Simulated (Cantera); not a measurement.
Input (Python, Cantera) and output of one run.

```python
import numpy as np
import cantera as ct

gas_names = """
    N NO NO2 NO3 N2 N2O O O2 O3 Zr ZrN ZrO ZrO2
""".split()
cond_names = """
    Zr(a) Zr(b) Zr(L) ZrN(s) ZrN(L) ZrO2(a) ZrO2(b) ZrO2(L)
""".split()


def load(file, names, dense=False):
    # The tables refer to 1 bar. Condensed volumes are neglected.
    table = {s.name: s for s in ct.Species.list_from_file(file)}
    out = []
    for n in names:
        d = dict(table[n].input_data)
        d["thermo"] = dict(d["thermo"], **{"reference-pressure": 1e5})
        if dense:
            d["equation-of-state"] = {"model": "constant-volume", "density": "1e6 g/cm^3"}
        out.append(ct.Species.from_dict(d))
    return out


gas = ct.Solution(thermo="ideal-gas", species=load("nasa_gas.yaml", gas_names))
cond = {s.name: ct.Solution(thermo="fixed-stoichiometry", species=[s], name=s.name)
        for s in load("nasa_condensed.yaml", cond_names, dense=True)}
atoms = {
    'Zr': {'Zr': 1},
    'O2': {'O': 2},
    'N2': {'N': 2},
}
top_T = {}  # K; cautious upper limits of use, not melting points


def equilibrate(T, P, feed):
    n = {}
    for name, mol in feed.items():
        for a, k in atoms[name].items():
            n[a] = n.get(a, 0.0) + k * mol
    gas.TPX = T, P, n
    mass = sum(n.values()) * gas.mean_molecular_weight
    gas.equilibrate("TP")
    valid = [c for c in cond.values() if c.min_temp <= T <= top_T.get(c.name, c.max_temp)]
    mix = ct.Mixture([(gas, mass / gas.mean_molecular_weight)] + [(c, 0.0) for c in valid])
    mix.T, mix.P = T, P
    mix.equilibrate("TP", solver="vcs", rtol=1e-11, max_steps=5000)
    return mix


results = []
feed = {'Zr': 1, 'O2': 0.58, 'N2': 27}  # mol
T = 775  # K
P = 140000  # Pa
mix = equilibrate(T, P, feed)
results.append((T, P, feed, dict(zip(mix.species_names, mix.species_moles))))
print(gas.report(threshold=1e-05))
for i in range(1, mix.n_phases):
    print(f"{mix.phase(i).name:16s} {mix.phase_moles(i):12.5e} mol")
```

Output:

```
       temperature   775 K
          pressure   1.4e+05 Pa
           density   0.60865 kg/m^3
  mean mol. weight   28.014 kg/kmol
   phase of matter   gas

                          1 kg             1 kmol
                     ---------------   ---------------
          enthalpy        5.0907e+05        1.4261e+07  J
   internal energy        2.7906e+05        7.8175e+06  J
           entropy            7754.2        2.1723e+05  J/K
    Gibbs function       -5.5004e+06       -1.5409e+08  J
 heat capacity c_p            1115.5             31249  J/K
 heat capacity c_v            818.69             22935  J/K

                      mass frac. Y      mole frac. X     chem. pot. / RT
                     ---------------   ---------------   ---------------
                N2                 1                 1           -23.913
     [  +12 minor]        2.2864e-28        2.2152e-28

Zr(a)             0.00000e+00 mol
ZrN(s)            4.20000e-01 mol
ZrO2(a)           5.80000e-01 mol
```

Cantera equilibrium calculation (NASA polynomials, part measured and part estimated; ideal gas, pure solids and liquids). ZrN: taken at fixed stoichiometry. Condensed phases not in the tables: solid solutions among these carbides, nitrides and lower oxides.
